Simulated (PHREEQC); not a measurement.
Make-up at 51 °C: 0.22 mol HNO3, 0.00068 mol CaCl2 and 0.19 mol MgCl2 per kg of water. Closed to the air; pH follows from the charge balance.

All values are PHREEQC results (ion-association model, phreeqc.dat), not measurements.

No solid was allowed to form.

Q: Predict the pH, density, activity of water.

A: pH 0.79; density 1.009 g/cm³; activity of water 0.983.

Caution: at this ionic strength the ion-association model is outside its range; a Pitzer model would be the better tool where its parameters exist. Constants without temperature data keep their 25 °C values here.
